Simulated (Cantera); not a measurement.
Equilibrium for silicon carbide growth: SiCl₄ + CH₄ + H₂ + C₂H₂

Feed: 1 mol SiCl₄, 0.24 mol CH₄, 2.3 mol H₂, 0.33 mol C₂H₂, equilibrated at 0.100 bar.

These are equilibrium values from Cantera (NASA tables, ideal gas, pure condensed phases), not measurements of a reactor. Candidate condensed phases: C, C₆H₆, C₇H₈, C₈H₁₈, Si, SiC; 109 gas species. The tables' values for SiCl, SiCl₃ are old estimates; treat these amounts as uncertain. Gases not in the tables: Si₂H₆ and higher silanes. The numbers say what is thermodynamically allowed, not how fast it happens.

```json
[
 {"T (K)": "1923", "x HCl": "0.554", "x H₂": "0.333", "x SiCl₂": "0.0987", "x H": "0.00172", "x Cl": "0.00215", "x Si": "6.92e-6", "x SiCl": "9.17e-5", "n C(graphite)": "0.455", "n SiC(s)": "0.444"},
 {"T (K)": "1973", "x HCl": "0.541", "x H₂": "0.338", "x SiCl₂": "0.106", "x H": "0.00248", "x Cl": "0.00297", "x Si": "1.56e-5", "x SiCl": "0.000156", "n C(graphite)": "0.486", "n SiC(s)": "0.412"},
 {"T (K)": "2023", "x HCl": "0.529", "x H₂": "0.342", "x SiCl₂": "0.114", "x H": "0.00351", "x Cl": "0.00403", "x Si": "3.39e-5", "x SiCl": "0.000258", "n C(graphite)": "0.517", "n SiC(s)": "0.380"},
 {"T (K)": "2073", "x HCl": "0.516", "x H₂": "0.347", "x SiCl₂": "0.120", "x H": "0.00490", "x Cl": "0.00538", "x Si": "7.09e-5", "x SiCl": "0.000416", "n C(graphite)": "0.546", "n SiC(s)": "0.349"},
 {"T (K)": "2123", "x HCl": "0.502", "x H₂": "0.351", "x SiCl₂": "0.126", "x H": "0.00672", "x Cl": "0.00706", "x Si": "0.000143", "x SiCl": "0.000652", "n C(graphite)": "0.575", "n SiC(s)": "0.319"},
 {"T (K)": "2173", "x HCl": "0.489", "x H₂": "0.354", "x SiCl₂": "0.132", "x H": "0.00908", "x Cl": "0.00914", "x Si": "0.000279", "x SiCl": "0.001000", "n C(graphite)": "0.602", "n SiC(s)": "0.290"},
 {"T (K)": "2223", "x HCl": "0.475", "x H₂": "0.357", "x SiCl₂": "0.137", "x H": "0.0121", "x Cl": "0.0117", "x Si": "0.000529", "x SiCl": "0.00150", "n C(graphite)": "0.628", "n SiC(s)": "0.260"},
 {"T (K)": "2273", "x HCl": "0.460", "x H₂": "0.359", "x SiCl₂": "0.141", "x H": "0.0159", "x Cl": "0.0147", "x Si": "0.000973", "x SiCl": "0.00221", "n C(graphite)": "0.654", "n SiC(s)": "0.230"},
 {"T (K)": "2323", "x HCl": "0.446", "x H₂": "0.360", "x SiCl₂": "0.145", "x H": "0.0207", "x Cl": "0.0184", "x Si": "0.00174", "x SiCl": "0.00318", "n C(graphite)": "0.679", "n SiC(s)": "0.199"},
 {"T (K)": "2373", "x HCl": "0.430", "x H₂": "0.360", "x SiCl₂": "0.147", "x H": "0.0265", "x Cl": "0.0226", "x Si": "0.00305", "x SiCl": "0.00450", "n C(graphite)": "0.706", "n SiC(s)": "0.163"},
 {"T (K)": "2423", "x HCl": "0.413", "x H₂": "0.358", "x SiCl₂": "0.149", "x H": "0.0336", "x Cl": "0.0276", "x Si": "0.00521", "x SiCl": "0.00626", "n C(graphite)": "0.735", "n SiC(s)": "0.120"},
 {"T (K)": "2473", "x HCl": "0.395", "x H₂": "0.354", "x SiCl₂": "0.149", "x H": "0.0420", "x Cl": "0.0332", "x Si": "0.00870", "x SiCl": "0.00855", "n C(graphite)": "0.769", "n SiC(s)": "0.0638"},
 {"T (K)": "2523", "x HCl": "0.378", "x H₂": "0.346", "x SiCl₂": "0.146", "x H": "0.0517", "x Cl": "0.0399", "x Si": "0.0138", "x SiCl": "0.0112", "n C(graphite)": "0.800", "n SiC(s)": "0"}
]
```
x: gas mole fraction; n: condensed amount in mol.

From 1923 K to 2473 K the condensed part is C(graphite) + SiC(s). At 2523 K the condensed part is C(graphite). The main Si-bearing gas is SiCl₂ throughout. The share of Si in condensed phases is highest at 1923 K (44.4 %) and lowest at 2523 K (0.0 %).
